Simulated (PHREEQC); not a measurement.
A solution holds 0.00375 mol Cu(NO3)2 and 0.00014 mol H3BO3 per kg of water, at 25 °C. Closed to the air; pH follows from the charge balance.

Equilibrium calculation in PHREEQC: ion-association model, wateq4f.dat.

The pH comes out as 4.99. The ionic strength is 0.0112 mol/kgw.

```tsv
species	molality	activity	log γ
NO3-	0.00750	0.00670	-0.049
Cu+2	0.00374	0.00248	-0.179
H3BO3	0.000140	0.000140	0.001
H+	1.14e-5	1.03e-5	-0.041
Cu2(OH)2+2	3.87e-6	2.51e-6	-0.189
CuOH+	2.67e-6	2.39e-6	-0.047
Cu(OH)2	4.82e-7	4.83e-7	0.001
H2BO3-	8.75e-9	7.80e-9	-0.050
OH-	1.08e-9	9.67e-10	-0.048
```

This is a speciation only: nothing precipitates in the calculation. Complexes and solids missing from the database can't appear.
